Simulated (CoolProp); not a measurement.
R141b along the isotherm 500 K: fugacity coefficient from the reference equation and from simpler models built on Tc = 477.5 K, pc = 4212 kPa, ω = 0.220; each cubic takes its own stable root.

Model: reference Helmholtz-energy equation of state, Lemmon 2006, in CoolProp. It is a short technical equation, of lower accuracy than the large ones.

```tsv
p (kPa)	phase	reference
4210	gas	0.7243
8420	supercritical	0.4745
12600	supercritical	0.3698
16800	supercritical	0.3196
21100	supercritical	0.2922
25300	supercritical	0.2774
29500	supercritical	0.2699
33700	supercritical	0.2673
37900	supercritical	0.2682
42100	supercritical	0.2719
```

Task: How far does each simpler model (van der Waals, Redlich-Kwong, Soave-Redlich-Kwong, Peng-Robinson) lie from the reference over these 10 states: mean and median of the absolute difference, and the worst?

Result: 
- van der Waals: mean 23.6 %, median 23.1 %, worst +48.9 % at 500 K and 42100 kPa
- Redlich-Kwong: mean 4.3 %, median 4.7 %, worst +7.6 % at 500 K and 42100 kPa
- Soave-Redlich-Kwong: mean 7.3 %, median 8.2 %, worst +11.5 % at 500 K and 42100 kPa
- Peng-Robinson: mean 3.4 %, median 3.2 %, worst -5.4 % at 500 K and 42100 kPa
